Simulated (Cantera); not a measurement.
An adiabatic, constant-pressure homogeneous reactor starts with CH4 : H2 : O2 : N2 : H2O = 1 : 0.038 : 1.35 : 5.06 : 0.34 (molar parts), at 1250 K and 5.00 bar.

Computed with Cantera and GRI-Mech 3.0 (53 species, 325 reactions).

**Question.** Predict: time of steepest temperature rise; temperature at 3.00 s; equilibrium temperature; x(H2) at 3.00 s; x(O2) at 3.00 s; x(NO) at 3.00 s; x(NO2) at 3.00 s.

**Answer.** 
```
Property                                                               Value
---------------------------------  -----------------------------------------
time of steepest temperature rise                                    4.59 ms
temperature at 3.00 s                                                 2570 K
equilibrium temperature                                               2570 K
x(H2) at 3.00 s                        0.0750 (gas-phase equilibrium 0.0750)
x(O2) at 3.00 s                    0.000101 (gas-phase equilibrium 0.000101)
x(NO) at 3.00 s                    0.000497 (gas-phase equilibrium 0.000497)
x(NO2) at 3.00 s                     2.02e-8 (gas-phase equilibrium 2.02e-8)
```
